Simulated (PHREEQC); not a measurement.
0.06 g of hydrous ferric oxide (600 m²/g; 0.2 weak and 0.005 strong sites per Fe, Dzombak-Morel constants, diffuse double layer) in 1 kg of water with 0.01 mol/kgw of an inert sodium salt and 2.4e-07 mol/kgw CuSO4, at 25 °C; the pH is set by adding NaOH or the inert anion's acid. Oxygen is held at 0.21 atm. No CO2 enters from the air. Nothing may precipitate in this run.

Base run: PHREEQC, ion-association model, wateq4f.dat. Each further column changes one thing. The table gives S sorbed (%).

```tsv
pH	base	no electrostatic term (-no_edl)	background salt from 0.01 to 0.001 mol/kgw	oxide from 0.06 to 0.3 g/kgw	0.00053 mol/kgw ZnSO4 added
3	100.0	0.0	100.0	100.0	11.7
4.12	99.8	0.0	100.0	100.0	11.4
4.88	98.8	0.0	99.8	99.8	10.3
6	70.5	0.0	86.4	92.3	6.1
7.12	3.0	0.0	4.9	13.2	4.8
7.88	0.1	0.0	0.2	0.6	3.5
9	0.0	0.0	0.0	0.0	0.3
```

The database's constant for dissolved Cu(OH)2 is higher than later reviews accept. The oxide is taken as insoluble; below pH 4 it would dissolve. In at least one series the solution becomes supersaturated in solids that the run did not let form, among them Zn(OH)2-e, Zn4(OH)6SO4.
